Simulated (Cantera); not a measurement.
An isothermal, constant-pressure homogeneous reactor starts with H₂ : O₂ : N₂ = 1.9 : 1 : 19 (molar parts), equivalence ratio 0.95, at 1050 K and 1.00 bar. Integrator tolerance rtol = 1e-08.

Cantera simulation using GRI-Mech 3.0 (53 species, 325 reactions); the numbers are that mechanism's predictions, not measurements. The temperature is held fixed by assumption; the heat of reaction is taken as removed at once.

Problem. What does this change do: temperature 1050 to 798 K?

Solution. 
| quantity | before | after |
|---|---|---|
| x(H₂) at 8.00 s | 2.33e-8 (gas-phase equilibrium 6.76e-10) | 0.0867 (gas-phase equilibrium <1e-12) |
| x(O₂) at 8.00 s | 0.00239 (gas-phase equilibrium 0.00238) | 0.0456 (gas-phase equilibrium 0.00239) |
| x(NO₂) at 8.00 s | 1.65e-7 (gas-phase equilibrium 2.49e-8) | <1e-12 (gas-phase equilibrium 7.46e-9) |
| x(HO₂) at 8.00 s | 1.00e-9 (gas-phase equilibrium 6.61e-11) | 5.70e-7 (gas-phase equilibrium <1e-12) |
| x(H₂O) at 8.00 s | 0.0907 (gas-phase equilibrium 0.0907) | 1.27e-5 (gas-phase equilibrium 0.0907) |
Below about 950 K walls govern HO2 and H2O2 in real vessels.
